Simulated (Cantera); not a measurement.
What does this Cantera script print?

```python
import numpy as np
import cantera as ct

gas = ct.Solution("SiF4_NH3_mec.yaml", "gas")
gas.TPX = 1850, 13332, {'NH3': 1, 'H2': 0.12}
inlet = ct.Reservoir(gas, clone=True)

reactor = ct.IdealGasConstPressureReactor(gas, energy="off", clone=False)
exhaust = ct.Reservoir(gas, clone=True)
tau = [0.91, 0.34, 0.13, 0.047, 0.017, 0.0064, 0.0024, 0.00089, 0.00033][0]
for a, b in ((inlet, reactor), (reactor, exhaust)):
    ct.MassFlowController(a, b, mdot=lambda t: reactor.mass / tau)
net = ct.ReactorNet([reactor])
show = ['NH3', 'H2', 'N2', 'NH', 'N2H4', 'N2H2', 'H']

rows = []
print(f"{'tau/s':>10s}{'T/K':>9s}" + "".join(f"{s:>11s}" for s in show))
for tau in [0.91, 0.34, 0.13, 0.047, 0.017, 0.0064, 0.0024, 0.00089, 0.00033]:
    net.initial_time = 0.0
    net.advance(30 * tau)
    before = gas.X
    net.advance(40 * tau)
    drift = np.max(np.abs(gas.X - before) / (gas.X + 1e-9))
    rows.append([gas.T, *gas[show].X, drift])
    print(f"{tau:10.3e}{gas.T:9.1f}" + "".join(f"{x:11.3e}" for x in gas[show].X))
```

Result:

```
     tau/s      T/K        NH3         H2         N2         NH       N2H4       N2H2          H
 9.100e-01   1850.0  4.382e-01  4.413e-01  1.199e-01  4.374e-06  2.987e-08  1.398e-06  1.324e-04
 3.400e-01   1850.0  6.402e-01  2.927e-01  6.655e-02  4.668e-06  4.914e-08  2.418e-06  7.720e-05
 1.300e-01   1850.0  7.756e-01  1.931e-01  3.077e-02  4.654e-06  6.354e-08  3.267e-06  4.790e-05
 4.700e-02   1850.0  8.468e-01  1.406e-01  1.193e-02  4.498e-06  7.122e-08  3.734e-06  3.391e-05
 1.700e-02   1850.0  8.759e-01  1.192e-01  4.246e-03  4.270e-06  7.208e-08  3.784e-06  2.801e-05
 6.400e-03   1850.0  8.867e-01  1.113e-01  1.420e-03  3.854e-06  6.595e-08  3.421e-06  2.473e-05
 2.400e-03   1850.0  8.907e-01  1.084e-01  3.718e-04  2.937e-06  4.905e-08  2.447e-06  2.067e-05
 8.900e-04   1850.0  8.922e-01  1.074e-01  5.025e-05  1.358e-06  2.110e-08  9.463e-07  1.342e-05
 3.300e-04   1850.0  8.927e-01  1.072e-01  2.575e-06  2.823e-07  4.057e-09  1.525e-07  5.924e-06
```

Detailed kinetics in Cantera: the gas-phase N/H chemistry of the illustrative SiF4/NH3 mechanism in the Surface Chemkin manual (1991). Walls and surfaces, which speed up NH3 decomposition in real reactors, are not modelled.
